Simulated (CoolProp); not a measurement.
Dimethyl ether at 298.15 K and 0.229 MPa is throttled through a valve to 0.098 MPa with no heat exchange. Each further row changes one setting.

Computed with CoolProp (reference Helmholtz-energy equation of state, Wu 2011).

```csv
case,temperature change (K),final density (kg/m³)
as stated,-3.3,(withheld)
outlet pressure 0.0294 MPa,(withheld),(withheld)
outlet pressure 0.127 MPa,(withheld),2.44
```

**Question.** Complete the blanks.

**Answer.** 
- as stated, final density (kg/m³): 1.88
- outlet pressure 0.0294 MPa, temperature change (K): -5.0
- outlet pressure 0.0294 MPa, final density (kg/m³): 0.559
- outlet pressure 0.127 MPa, temperature change (K): -2.5
